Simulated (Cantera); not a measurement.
A perfectly stirred reactor is fed with CH4 : O2 : N2 = 1 : 1.43 : 5.37 (molar parts), at 5.00 bar; it is adiabatic with a 648 K inlet, and is followed from long to short residence time, starting on the burning branch (τ in s: 0.037, 0.022, 0.014, 0.0083, 0.0051, 0.0031, 0.0019, 0.0011, 0.0007, 0.00043, 0.00026, 0.00016, 9.6e-05).

Model: GRI-Mech 3.0 (53 species, 325 reactions), integrated in Cantera.

**Question.** Predict: blow-out, bracketed by the residence times tried; x(CH4) at τ = 37.0 ms; x(O2) at τ = 37.0 ms; x(C2H2) at τ = 37.0 ms; x(C2H4) at τ = 37.0 ms; x(HO2) at τ = 37.0 ms; x(CH4) at τ = 1.90 ms; x(O2) at τ = 1.90 ms; x(C2H2) at τ = 1.90 ms; x(C2H4) at τ = 1.90 ms; x(HO2) at τ = 1.90 ms.

**Answer.** 
- blow-out, bracketed by the residence times tried = burning at 96.0 µs, the shortest tried
- x(CH4) at τ = 37.0 ms = 9.67e-5
- x(O2) at τ = 37.0 ms = 5.95e-5
- x(C2H2) at τ = 37.0 ms = 3.21e-6
- x(C2H4) at τ = 37.0 ms = 5.94e-8
- x(HO2) at τ = 37.0 ms = 2.28e-8
- x(CH4) at τ = 1.90 ms = 0.000798
- x(O2) at τ = 1.90 ms = 0.000770
- x(C2H2) at τ = 1.90 ms = 0.000185
- x(C2H4) at τ = 1.90 ms = 5.65e-6
- x(HO2) at τ = 1.90 ms = 3.21e-7
